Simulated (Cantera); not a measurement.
Charge: 1 mol B, 7.2 mol H2O, equilibrated at 22.5 Torr.

These are equilibrium values from Cantera (NASA tables, ideal gas, pure condensed phases), not measurements of a reactor. Candidate condensed phases: B, B2O3, B3O3H3, H2O; 23 gas species. Rates play no part. All values below are at 1973 K.

Base state: H2O 0.675, H2 0.193, HBO2 0.124, H 0.00342, B2O3 0.00230, OH 0.00114, BO2 0.000253, HBO 0.000180 (mole fractions); condensed: gas only.

### Question
What changes in the equilibrium state with this change: pressure from 22.5 Torr to 75.0 Torr?

### Answer
```csv
species,before,after
H2O,0.675,0.676
H2,0.193,0.194
HBO2,0.124,0.125
H,0.00342,0.00188
O2,2.24e-5,6.70e-6
O,1.48e-5,4.44e-6
OH,0.00114,0.000622
```
